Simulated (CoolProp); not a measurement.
Model: reference Helmholtz-energy equation of state, Gao 2016, in CoolProp.

Give the vapour pressure (MPa), liquid density (kg/m³), enthalpy of vaporisation (kJ/kg), liquid cp (kJ/(kg K)) of saturated sulfur dioxide at 236.5, 275.6, 291.3 K.


| T (K) | p (MPa) | liquid density (kg/m³) | enthalpy of vaporisation (kJ/kg) | liquid cp (kJ/(kg K)) |
|---|---|---|---|---|
| 236.5 | 0.0263 | 1530 | 412 | 1.36 |
| 275.6 | 0.172 | 1430 | 378 | 1.37 |
| 291.3 | 0.310 | 1390 | 363 | 1.38 |
